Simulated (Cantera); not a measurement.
Charge: 1 mol PbO, 0.38 mol CO, 0.44 mol H2, at 998 K and 1.13 Torr.

Method: chemical equilibrium by Gibbs-energy minimisation in Cantera with the NASA 1993 tables (ideal gas, pure condensed phases). Candidate condensed phases: C, C6H6, C7H8, C8H18, H2O, Pb, PbO, PbO2, Pb3O4; 113 gas species. Kinetics and transport are ignored.

Base state: H2O 0.531, CO2 0.458, Pb 0.0103, PbO 0.000190, H2 7.76e-5, CO 4.63e-5 (mole fractions); condensed: Pb(l) + PbO(yellow).

What changes in the equilibrium state with this change: CO from 0.38 to 0.057 mol?


| species | before | after |
|---|---|---|
| H2O | 0.531 | 0.876 |
| CO2 | 0.458 | 0.113 |
| Pb | 0.0103 | 0.0103 |
| H2 | 7.76e-5 | 0.000128 |
| CO | 4.63e-5 | 1.15e-5 |
| PbO | 0.000190 | 0.000190 |
| Pb(l), mol | 0.811 | 0.492 |
| PbO(yellow), mol | 0.180 | 0.503 |
